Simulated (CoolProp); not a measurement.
Vapour-liquid equilibrium of n-butane (1) + benzene (2) at 1.34 bar; x and y are mole fractions of (1).

Computed with CoolProp (multi-fluid Helmholtz-energy mixture model, Bücker 2006 and Thol 2012; pair parameters Bell 2016).

```
x     bubble temperature, mixture model (K)  bubble temperature, Raoult's law (K)  y, mixture model  y, Raoult's law
----  -------------------------------------  ------------------------------------  ----------------  ---------------
0.05                                  347.8                                 349.9             0.383            0.352
0.2                                   318.1                                 324.7             0.812            0.771
0.35                                  303.0                                 309.7             0.916            0.897
0.5                                   294.7                                 299.6             0.952            0.949
0.65                                  289.4                                 292.1             0.971            0.975
0.8                                   285.3                                 286.3             0.983            0.989
0.95                                  281.6                                 281.6             0.996            0.998
```

The largest gap from Raoult's law is -6.7 K in bubble temperature, at x = 0.35. No azeotrope shows between x = 0.05 and 0.95.

The pair parameters rest on a limited set of measurements; away from them the model extrapolates.
